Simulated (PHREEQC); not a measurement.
# Buffer: speciation

Make-up at 20 °C: 0.072 mol KH2PO4 and 0.26 mol NaF per kg of water. Closed to the air; pH follows from the charge balance.

Equilibrium calculation in PHREEQC: ion-association model, wateq4f.dat.

Each row changes one thing in this solution. This is a speciation only: nothing precipitates in the calculation.

```
case                                               pH  ionic strength (mol/kgw)
----------------------------------------------  -----  ------------------------
as made                                          5.24                     0.318
KH2PO4 from 0.072 to 0.36 mol/kgw                   …                     0.611
NaF left out                                        …                    0.0723
KH2PO4 from 0.072 to 0.0072 mol/kgw              5.78                     0.252
KH2PO4 replaced by K3PO4 at the same molality   12.15                         …
KH2PO4 replaced by K2CO3 at the same molality   11.26                         …
KH2PO4 replaced by Na3PO4 at the same molality  12.15                     0.633
```

Problem. Complete the blanks.

Solution. 
- KH2PO4 from 0.072 to 0.36 mol/kgw, pH: 4.82
- NaF left out, pH: 4.51
- KH2PO4 replaced by K3PO4 at the same molality, ionic strength (mol/kgw): 0.643
- KH2PO4 replaced by K2CO3 at the same molality, ionic strength (mol/kgw): 0.399

H3PO4, which wateq4f.dat lacks, is added to it with the constant of phreeqc.dat.
